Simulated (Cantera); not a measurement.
Charge: 1 mol Al, 0.057 mol H₂O, 2.4 mol O₂, at 0.0110 bar.

Method: chemical equilibrium by Gibbs-energy minimisation in Cantera with the NASA 1993 tables (ideal gas, pure condensed phases). Candidate condensed phases: Al, Al₂O₃, H₂O; 19 gas species. Kinetics and transport are ignored. All values below are at 1152 °C.

Base state: O₂ 0.967, H₂O 0.0333, OH 0.000103, O 1.30e-5 (mole fractions); condensed: Al₂O₃(s).

What changes in the equilibrium state with this change: 0.24 mol Cl₂ added?


```tsv
species	before	after
O₂	0.967	0.818
Cl	0	0.0747
HCl	0	0.0551
Cl₂	0	0.0520
H₂O	0.0333	0.000223
ClO	0	0.000193
OH	0.000103	8.05e-6
Al₂O₃(s), mol	0.500	0.500
```
Further candidate phases: AlCl₃.
